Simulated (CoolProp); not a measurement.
Vapour-liquid equilibrium of R227EA (1) + isobutene (2) at 203.9 K; x and y are mole fractions of (1).

The numbers come from the multi-fluid Helmholtz-energy mixture model, Lemmon 2016 and Lemmon 2005; pair parameters Bell 2016 in CoolProp.

Question: Give the bubble pressure and the first vapour's composition at x = 0.45, 0.75, 0.95. Is there an azeotrope?

Answer: x = 0.45: 0.006633 MPa, y = 0.548; x = 0.75: 0.006509 MPa, y = 0.618; x = 0.95: 0.005472 MPa, y = 0.856. y crosses x between x = 0.55 and 0.65: the model has an azeotrope there.

Pair parameters are fitted to limited data, so mixtures are less certain than the pure fluids. With so large a gap from Raoult's law the liquid may split in two, which this calculation doesn't test in full.
